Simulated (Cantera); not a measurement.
# CCl4 + Si + H2 + HCl (fluorocarbon and chlorocarbon gases)

Feed: 1 mol CCl4, 0.011 mol Si, 4.7 mol H2, 0.011 mol HCl, at 1.33 mbar.

Equilibrium computed with Cantera from the NASA thermochemical tables; the gas is ideal and each condensed phase is pure. Candidate condensed phases: C, C6H6, C7H8, C8H18, Si, SiC; 109 gas species. The tables' values for SiCl3 are old estimates; treat these amounts as uncertain. Kinetics and transport are ignored.

From 1252 °C to 1552 °C the condensed part is C(graphite). The main Si-bearing gas is SiCl2 throughout.

```
T (°C)  x HCl   x H2      x Cl       x H  x SiCl2   x SiCl3  x C2H2 (acetylene)  x SiCl4  n C(graphite)
------  -----  -----  --------  --------  -------  --------  ------------------  -------  -------------
1252    0.594  0.404  0.000485  0.000412  0.00150  0.000109             4.88e-6  2.35e-5          1.000
1302    0.593  0.404  0.000844  0.000723  0.00154   8.27e-5             8.52e-6  1.16e-5          1.000
1352    0.592  0.404   0.00142   0.00123  0.00157   6.34e-5             1.44e-5  5.95e-6          1.000
1402    0.591  0.403   0.00231   0.00202  0.00158   4.90e-5             2.34e-5  3.16e-6          1.000
1452    0.589  0.403   0.00365   0.00323  0.00159   3.84e-5             3.71e-5  1.73e-6          0.999
1502    0.586  0.402   0.00562   0.00503  0.00159   3.03e-5             5.72e-5  9.77e-7          0.999
1552    0.581  0.401   0.00844   0.00764  0.00159   2.42e-5             8.61e-5  5.65e-7          0.999
```
x: gas mole fraction; n: condensed amount in mol.
